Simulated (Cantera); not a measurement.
Charge: 1 mol HBr, 0.91 mol O2, held at 1450 K and 1.00 Torr.

Equilibrium computed with Cantera from the NASA thermochemical tables; the gas is ideal and each condensed phase is pure. Candidate condensed phases: Br2, H2O; 12 gas species. The numbers say what is thermodynamically allowed, not how fast it happens.

Base state: Br 0.419, O2 0.320, H2O 0.214, HBr 0.0415, Br2 0.00454, OH 0.000424, O 3.11e-5 (mole fractions); condensed: gas only.

**Question.** What changes in the equilibrium state with this change: temperature from 1450 K to 1075 K?

**Answer.** 
```tsv
species	before	after
O2	0.320	0.373
H2O	0.214	0.257
Br2	0.00454	0.181
Br	0.419	0.152
HBr	0.0415	0.0362
O	3.11e-5	2.19e-8
OH	0.000424	4.36e-6
```

**Question.** What changes in the equilibrium state with this change: O2 from 0.91 to 0.064 mol?

**Answer.** 
```tsv
species	before	after
HBr	0.0415	0.641
Br	0.419	0.237
H2O	0.214	0.113
O2	0.320	1.60e-7
O	3.11e-5	2.20e-8
H2	9.81e-6	0.00731
OH	0.000424	8.19e-6
H	8.11e-7	2.21e-5
```
